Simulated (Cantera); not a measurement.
Charge: 1 mol Ti, 3.6 mol CO₂, 54 mol CO, at 1048.15 K and 60.0 Pa.

Method: chemical equilibrium by Gibbs-energy minimisation in Cantera with the NASA 1993 tables (ideal gas, pure condensed phases). Candidate condensed phases: C, Ti, TiC, TiO, TiO₂, Ti₂O₃, Ti₃O₅, Ti₄O₇; 15 gas species. The numbers say what is thermodynamically allowed, not how fast it happens.

Base state: CO 0.972, CO₂ 0.0278 (mole fractions); condensed: TiO₂(rutile).

Task: What changes in the equilibrium state with this change: Ti replaced by Si?

Result: 
```csv
species,before,after
CO,0.972,0.972
CO₂,0.0278,0.0278
"TiO₂(rutile), mol",1.00,0
"SiO₂(β-quartz), mol",0,1.00
```
Further candidate phases: Si, SiC, SiO₂.
